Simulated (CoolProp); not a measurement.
CHF3 (R23) along the isotherm 29.05 °C: Z from the reference equation and from simpler models built on Tc = 26.1 °C, pc = 4832 kPa, ω = 0.263; each cubic takes its own stable root.

Values from CoolProp's reference Helmholtz-energy equation of state, Penoncello 2003.

```csv
p (kPa),phase,reference
22.9,gas,0.9983
43.4,gas,0.9969
82.4,gas,0.9940
156,gas,0.9886
296,gas,0.9783
561,gas,0.9583
1060,gas,0.9191
2020,gas,0.8371
3820,gas,0.6411
7250,supercritical,0.2344
```

How far does each simpler model (van der Waals, Soave-Redlich-Kwong, Peng-Robinson) lie from the reference over these 10 states: mean and median of the absolute difference, and the worst?


- van der Waals: mean 6.4 %, median 0.6 %, worst +50.4 % at 29.05 °C and 7250 kPa
- Soave-Redlich-Kwong: mean 3.3 %, median 0.2 %, worst +27.3 % at 29.05 °C and 7250 kPa
- Peng-Robinson: mean 1.7 %, median 0.2 %, worst +15.2 % at 29.05 °C and 7250 kPa
